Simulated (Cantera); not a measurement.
An adiabatic, constant-pressure homogeneous reactor starts with CH4 : CO : O2 : N2 = 1 : 0.043 : 0.963 : 3.62 (molar parts), at 1100 K and 4.93 atm. Integrator tolerance rtol = 1e-08.

Computed with Cantera and GRI-Mech 3.0 (53 species, 325 reactions).

What does this change do: O2 0.963 to 0.32 parts?


```json
[
 {"quantity": "time of steepest temperature rise", "before": "67.1 ms", "after": "not reached"},
 {"quantity": "temperature at 0.200 s", "before": "2146 K", "after": "1109 K"},
 {"quantity": "equilibrium temperature", "before": "2146 K", "after": "1169 K"},
 {"quantity": "x(CH4) at 0.200 s", "before": "2.90e-9 (gas-phase equilibrium 3.28e-9)", "after": "0.199 (gas-phase equilibrium 0.0606)"},
 {"quantity": "x(CO) at 0.200 s", "before": "0.138 (gas-phase equilibrium 0.138)", "after": "0.00897 (gas-phase equilibrium 0.114)"},
 {"quantity": "x(O2) at 0.200 s", "before": "5.96e-8 (gas-phase equilibrium 5.96e-8)", "after": "0.0630 (gas-phase equilibrium <1e-12)"},
 {"quantity": "x(O) at 0.200 s", "before": "2.08e-7 (gas-phase equilibrium 2.08e-7)", "after": "1.13e-10 (gas-phase equilibrium <1e-12)"},
 {"quantity": "x(C2H4) at 0.200 s", "before": "<1e-12 (gas-phase equilibrium <1e-12)", "after": "6.29e-5 (gas-phase equilibrium 4.57e-5)"}
]
```
GRI-Mech 3.0 stops at C3 and has no aromatics, soot or wall deposition, so with more carbon than oxygen in the feed, carbon stays in small species such as C2H2 where larger ones or solid carbon would form.

What does this change do: pressure from 4.93 atm to 0.987 atm?


| quantity | before | after |
|---|---|---|
| time of steepest temperature rise | 67.1 ms | not reached |
| temperature at 0.200 s | 2146 K | 1108 K |
| equilibrium temperature | 2146 K | 2140 K |
| x(CH4) at 0.200 s | 2.90e-9 (gas-phase equilibrium 3.28e-9) | 0.176 (gas-phase equilibrium 1.35e-10) |
| x(CO) at 0.200 s | 0.138 (gas-phase equilibrium 0.138) | 0.00790 (gas-phase equilibrium 0.138) |
| x(O2) at 0.200 s | 5.96e-8 (gas-phase equilibrium 5.96e-8) | 0.170 (gas-phase equilibrium 2.76e-7) |
| x(O) at 0.200 s | 2.08e-7 (gas-phase equilibrium 2.08e-7) | 1.04e-9 (gas-phase equilibrium 9.63e-7) |
| x(C2H4) at 0.200 s | <1e-12 (gas-phase equilibrium <1e-12) | 2.41e-5 (gas-phase equilibrium <1e-12) |
